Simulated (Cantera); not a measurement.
Mixture: CH₄ : C₂H₆ : C₃H₈ : O₂ : N₂ = 1 : 0.11 : 0.2 : 2.6 : 9.89 (molar parts), at 1.00 atm, adiabatic and at constant volume. Ignition delay is the time to a rise of 400 K.

Cantera simulation using GRI-Mech 3.0 (53 species, 325 reactions); the numbers are that mechanism's predictions, not measurements. GRI-Mech 3.0 was tuned for natural gas; its chemistry of propane as a main component is partial and can be far from experiment.

Q: What does this change do: O2 2.6 to 3.5 parts?

A: 
```json
[
 {"quantity": "delay at 1050 K", "before": "59.7 ms", "after": "46.2 ms"},
 {"quantity": "delay at 1200 K", "before": "4.99 ms", "after": "3.82 ms"},
 {"quantity": "delay at 1350 K", "before": "0.567 ms", "after": "0.438 ms"},
 {"quantity": "delay at 1500 K", "before": "0.114 ms", "after": "89.9 µs"},
 {"quantity": "apparent activation energy between 1425 and 1575 K", "before": "170 kJ/mol", "after": "160 kJ/mol"}
]
```
